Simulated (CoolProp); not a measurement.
The numbers come from the reference Helmholtz-energy equation of state, Zhou 2016 in CoolProp.

Give the vapour pressure (MPa), liquid density (kg/m³), vapour density (kg/m³), enthalpy of vaporisation (kJ/kg) of saturated R245ca at 86.65 °C.


| T (°C) | p (MPa) | liquid density (kg/m³) | vapour density (kg/m³) | enthalpy of vaporisation (kJ/kg) |
|---|---|---|---|---|
| 86.65 | 0.676 | 1220 | 35.6 | 165 |
